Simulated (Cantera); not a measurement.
Mixture: CH4 : C2H6 : C3H8 : O2 : N2 = 1 : 0.047 : 0.036 : 1.23 : 7.53 (molar parts), equivalence ratio 1.9, at 1.00 bar, adiabatic and at constant volume. Ignition delay is the time to a rise of 400 K.

Computed with Cantera and GRI-Mech 3.0 (53 species, 325 reactions).

Question: Predict: delay at 1323 K; delay at 1523 K; delay at 1723 K; delay at 1923 K; delay at 2123 K; apparent activation energy between 2023 and 2223 K.

Answer: 
- delay at 1323 K: 3.13 ms
- delay at 1523 K: 0.337 ms
- delay at 1723 K: 74.0 µs
- delay at 1923 K: 27.9 µs
- delay at 2123 K: 14.5 µs
- apparent activation energy between 2023 and 2223 K: 110 kJ/mol
